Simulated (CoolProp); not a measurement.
Chlorine at several states: fugacity coefficient from the reference equation and from simpler models built on Tc = 416.9 K, pc = 76.42 bar, ω = 0.070; each cubic takes its own stable root.

Model: reference Helmholtz-energy equation of state, Thol 2021, in CoolProp.

```csv
T (K),p (bar),phase,reference
408,2.38,gas,0.9894
295.5,1.7,gas,0.9784
410.4,200,liquid,0.3144
382,24.4,gas,0.8664
```

Q: How far does each simpler model (van der Waals, Redlich-Kwong, Soave-Redlich-Kwong, Peng-Robinson) lie from the reference over these 4 states: mean and median of the absolute difference, and the worst?

A: 
- van der Waals: mean 5.0 %, median 1.3 %, worst +17.2 % at 410.4 K and 200 bar
- Redlich-Kwong: mean 1.0 %, median 0.3 %, worst +3.2 % at 410.4 K and 200 bar
- Soave-Redlich-Kwong: mean 0.9 %, median 0.4 %, worst +2.9 % at 410.4 K and 200 bar
- Peng-Robinson: mean 1.4 %, median 1.0 %, worst -3.6 % at 410.4 K and 200 bar
